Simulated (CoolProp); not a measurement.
Model: reference Helmholtz-energy equation of state, Thol 2016, in CoolProp.

For hexamethyldisiloxane (MM), give the phase and the cp (kJ/(kg K)), cv (kJ/(kg K)), Joule-Thomson coefficient (K/MPa), isothermal compressibility (1/MPa) at 377.7 K and 8.39 MPa.


- 377.7 K and 8.39 MPa: liquid; cp 2.09, cv 1.74, Joule-Thomson coefficient -0.305, isothermal compressibility 0.00342
